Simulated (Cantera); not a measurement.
Cantera run, input and output.

```python
import numpy as np
import cantera as ct

gas = ct.Solution("gri30.yaml")
gas.TPX = 1325, 5600, {'N2O': 1, 'N2': 0.29}
reactor = ct.IdealGasConstPressureReactor(gas, energy="off", clone=False)
net = ct.ReactorNet([reactor])
net.rtol, net.atol = 1e-08, 1e-18
show = ['N2O', 'O', 'O2', 'NO', 'N2', 'NO2']
times = np.geomspace(5e-06, 90, 10)

steps = ct.SolutionArray(gas, extra=["t"])
rows = []
print(f"{'t/s':>10s}{'T/K':>9s}{'P/Pa':>11s}" + "".join(f"{s:>11s}" for s in show))
for t in times:
    while net.time < t:
        t_next = net.step()
        steps.append(gas.state, t=t_next)
    rows.append([np.interp(t, steps.t, y) for y in (steps.T, steps.P, *steps(*show).X.T)])
    print(f"{t:10.3e}{rows[-1][0]:9.1f}{rows[-1][1]:11.4g}" + "".join(f"{x:11.3e}" for x in rows[-1][2:]))
rate = np.gradient(steps.T, steps.t)
print("integrator steps:", len(steps.t))
if steps.T.max() > steps.T[0] + 200:
    print(f"time of steepest temperature rise: {steps.t[rate.argmax()]:.4e} s")
gas.TPX = 1325, 5600, {'N2O': 1, 'N2': 0.29}
gas.equilibrate("TP")
print(f"equilibrium (TP): T = {gas.T:.1f} K  " + "  ".join(f"{s} {gas[s].X[0]:.3e}" for s in show))
```

Result:

```
       t/s      T/K       P/Pa        N2O          O         O2         NO         N2        NO2
 5.000e-06   1325.0       5600  7.752e-01  5.537e-07  1.282e-08  4.897e-09  2.248e-01  3.874e-18
 3.200e-05   1325.0       5600  7.752e-01  3.074e-06  4.760e-07  1.818e-07  2.248e-01  5.283e-15
 2.048e-04   1325.0       5600  7.751e-01  9.362e-06  1.170e-05  4.469e-06  2.248e-01  3.118e-12
 1.310e-03   1325.0       5600  7.748e-01  1.051e-05  1.163e-04  4.443e-05  2.250e-01  3.056e-10
 8.386e-03   1325.0       5600  7.726e-01  1.051e-05  7.906e-04  3.019e-04  2.263e-01  1.341e-08
 5.366e-02   1325.0       5600  7.585e-01  1.050e-05  5.047e-03  1.927e-03  2.345e-01  4.080e-07
 3.434e-01   1325.0       5600  6.758e-01  1.048e-05  3.007e-02  1.147e-02  2.826e-01  5.129e-06
 2.198e+00   1325.0       5600  3.446e-01  1.028e-05  1.304e-01  4.951e-02  4.755e-01  2.767e-05
 1.406e+01   1325.0       5600  1.305e-02  5.308e-06  2.319e-01  8.534e-02  6.696e-01  6.310e-05
 9.000e+01   1325.0       5600  1.962e-06  5.714e-07  2.364e-01  8.558e-02  6.779e-01  2.097e-04
integrator steps: 1172
equilibrium (TP): T = 1325.0 K  N2O 7.629e-09  O 6.189e-07  O2 2.791e-01  NO 5.146e-04  N2 7.204e-01  NO2 1.373e-06
```

Detailed kinetics in Cantera: GRI-Mech 3.0 (53 species, 325 reactions). GRI-Mech 3.0 was tuned for natural gas; its chemistry of N2O as a main component is partial and can be far from experiment. The mechanism lacks the step 2 NO + O2 → 2 NO2, which can matter for NO2 below about 1400 K. The temperature is held fixed by assumption; the heat of reaction is taken as removed at once.
